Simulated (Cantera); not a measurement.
Cantera run, input and output.

```python
import numpy as np
import cantera as ct

gas = ct.Solution("gri30.yaml")


def delay(T, t_max=10):
    gas.TPX = T, 1000000, {'CH4': 1, 'CO': 0.052, 'O2': 1.13, 'N2': 6.64}
    reactor = ct.IdealGasReactor(gas, clone=False)
    net = ct.ReactorNet([reactor])
    net.rtol, net.atol = 1e-8, 1e-16
    while net.time < t_max:
        t_old, T_old = net.time, reactor.T
        net.step()
        if reactor.T > T + 400:  # ignition: a rise of 400 K
            return t_old + (T + 400 - T_old) / (reactor.T - T_old) * (net.time - t_old)
    return np.nan


taus = []
for T in [1225, 1300, 1375, 1450, 1525, 1600, 1675, 1750, 1825, 1900]:
    taus.append(delay(T))
    print(f"T0 = {T:6g} K   tau = {taus[-1]:.4e} s")
```

Result:

```
T0 =   1225 K   tau = 7.4235e-03 s
T0 =   1300 K   tau = 3.0397e-03 s
T0 =   1375 K   tau = 1.3134e-03 s
T0 =   1450 K   tau = 5.9115e-04 s
T0 =   1525 K   tau = 2.7529e-04 s
T0 =   1600 K   tau = 1.3278e-04 s
T0 =   1675 K   tau = 6.6780e-05 s
T0 =   1750 K   tau = 3.5321e-05 s
T0 =   1825 K   tau = 1.9768e-05 s
T0 =   1900 K   tau = 1.1725e-05 s
```

Model: GRI-Mech 3.0 (53 species, 325 reactions), integrated in Cantera.
